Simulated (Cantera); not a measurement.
A freely propagating, adiabatic, planar premixed flame of CH₃OH : O₂ : N₂ = 1 : 1.5 : 5.64 (molar parts), equivalence ratio 1.0, unburnt at 425 K and 800000 Pa; mixture-averaged transport, grid criteria slope 0.08 and curve 0.16, no radiation.

Detailed kinetics in Cantera: GRI-Mech 3.0 (53 species, 325 reactions). GRI-Mech 3.0 was tuned for natural gas; its chemistry of methanol as a main component is partial and can be far from experiment. Burning velocities carry a grid error of a few per cent, more on coarse grids.

Q: What does this change do: inlet temperature 425 to 625 K?

A: 
```csv
quantity,before,after
laminar burning velocity,41.1 cm/s,88.6 cm/s
thermal thickness,0.0643 mm,0.0501 mm
peak x(CO),0.0575,0.0648
peak x(H₂O₂),0.000997,0.00111
peak x(HO₂),0.00179,0.00225
peak x(HCN),8.59e-8,1.34e-7
```
